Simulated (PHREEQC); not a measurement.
Dissolve 0.048 mol CsOH, 5.8e-07 mol H4SiO4 and 0.057 mol (CH3)4NCl per kg of water at 10 °C. It is in equilibrium with CO2 at log p = -3.4 (atm). Otherwise closed; pH follows from the charge balance.

Computed with PHREEQC (ion-association model, wateq4f.dat).

Problem. The ionic strength comes out as 0.113 mol/kgw. What activity coefficients do HCO3-, OH-, CO3-2, Cl-, Cs+ get?

Solution. HCO3- 0.79, OH- 0.76, CO3-2 0.38, Cl- 0.76, Cs+ 0.78.

Precipitation was switched off in this run. Complexes and solids missing from the database can't appear. (CH3)4N+ isn't in the database: it is added as a free cation with an ion size of 4 Å. Constants without temperature data keep their 25 °C values here.
